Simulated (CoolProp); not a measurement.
Computed with CoolProp (reference Helmholtz-energy equation of state, Gedanitz 2015).

**Question.** Give the vapour pressure (kPa), liquid density (kg/m³), liquid cp (kJ/(kg K)), liquid viscosity (µPa s) of saturated cyclopentane at 144.05, 156.65 °C.

**Answer.** 
| T (°C) | p (kPa) | liquid density (kg/m³) | liquid cp (kJ/(kg K)) | liquid viscosity (µPa s) |
|---|---|---|---|---|
| 144.05 | 1050 | 602 | 2.51 | 119 |
| 156.65 | 1320 | 584 | 2.61 | 108 |

Viscosity comes from a separate model (Chung 1988), a generic estimate that can be far off for the liquid and wasn't checked against measurements.
